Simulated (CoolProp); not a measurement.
Properties of methanol along the isotherm 461.7 K (Tc = 513.4 K, pc = 8216 kPa, ω = 0.565).

The numbers come from the reference Helmholtz-energy equation of state, de Reuck 1993 in CoolProp.

```json
[
 {"p (kPa)": "1710", "phase": "gas", "conductivity (mW/(m K))": "37.0", "Prandtl number": "1.14", "fugacity coefficient": "0.8908"},
 {"p (kPa)": "3420", "phase": "liquid", "conductivity (mW/(m K))": "170", "Prandtl number": "2.64", "fugacity coefficient": "0.7375"},
 {"p (kPa)": "5130", "phase": "liquid", "conductivity (mW/(m K))": "171", "Prandtl number": "2.64", "fugacity coefficient": "0.5039"},
 {"p (kPa)": "6850", "phase": "liquid", "conductivity (mW/(m K))": "172", "Prandtl number": "2.65", "fugacity coefficient": "0.3867"},
 {"p (kPa)": "8560", "phase": "liquid", "conductivity (mW/(m K))": "173", "Prandtl number": "2.66", "fugacity coefficient": "0.3169"},
 {"p (kPa)": "10300", "phase": "liquid", "conductivity (mW/(m K))": "174", "Prandtl number": "2.67", "fugacity coefficient": "0.2698"},
 {"p (kPa)": "12000", "phase": "liquid", "conductivity (mW/(m K))": "174", "Prandtl number": "2.69", "fugacity coefficient": "0.2370"},
 {"p (kPa)": "13700", "phase": "liquid", "conductivity (mW/(m K))": "175", "Prandtl number": "2.70", "fugacity coefficient": "0.2124"},
 {"p (kPa)": "15400", "phase": "liquid", "conductivity (mW/(m K))": "176", "Prandtl number": "2.72", "fugacity coefficient": "0.1934"},
 {"p (kPa)": "17100", "phase": "liquid", "conductivity (mW/(m K))": "177", "Prandtl number": "2.73", "fugacity coefficient": "0.1781"},
 {"p (kPa)": "18800", "phase": "liquid", "conductivity (mW/(m K))": "178", "Prandtl number": "2.75", "fugacity coefficient": "0.1657"},
 {"p (kPa)": "20500", "phase": "liquid", "conductivity (mW/(m K))": "179", "Prandtl number": "2.76", "fugacity coefficient": "0.1554"}
]
```

Viscosity comes from a separate model (Xiang 2006). Thermal conductivity comes from a separate model (Sykioti 2013).
